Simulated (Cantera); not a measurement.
Source: NASA polynomial tables (part measured, part estimated), evaluated in Cantera. Values are per mole of reaction as written; species without (g) are pure solids or liquids, kept so even where they would boil at 1 bar.

2 NH3(g) + 3 ZrO2(g) = 3 Zr + 6 OH(g) + N2(g)

| T (K) | ΔH° (kJ) | ΔS° (J/K) | ΔG° (kJ) | log10 K | condensed phases |
|---|---|---|---|---|---|
| 1573 | 1239.4 | 279.6 | 799.6 | -26.55 | Zr(β) |
| 1673 | 1241.5 | 280.9 | 771.5 | -24.09 | Zr(β) |
| 1773 | 1243.8 | 282.2 | 743.4 | -21.90 | Zr(β) |
| 1873 | ___ | ___ | ___ | ___ | Zr(β) |
| 1973 | 1249.1 | 285.0 | 686.7 | -18.18 | Zr(β) |
| 2073 | 1252.2 | 286.6 | 658.1 | -16.58 | Zr(β) |
| 2173 | 1319.2 | 318.1 | 627.9 | -15.09 | Zr(l) |
| 2273 | 1324.4 | 320.4 | 596.0 | -13.70 | Zr(l) |
| 2373 | ___ | ___ | ___ | ___ | Zr(l) |
| 2473 | ___ | ___ | ___ | ___ | Zr(l) |

Question: Fill in the missing entries.

Answer: 
- 1873, ΔH° (kJ): 1246.3
- 1873, ΔS° (J/K): 283.6
- 1873, ΔG° (kJ): 715.1
- 1873, log10 K: -19.94
- 2373, ΔH° (kJ): 1329.6
- 2373, ΔS° (J/K): 322.7
- 2373, ΔG° (kJ): 563.8
- 2373, log10 K: -12.41
- 2473, ΔH° (kJ): 1334.8
- 2473, ΔS° (J/K): 324.8
- 2473, ΔG° (kJ): 531.5
- 2473, log10 K: -11.23
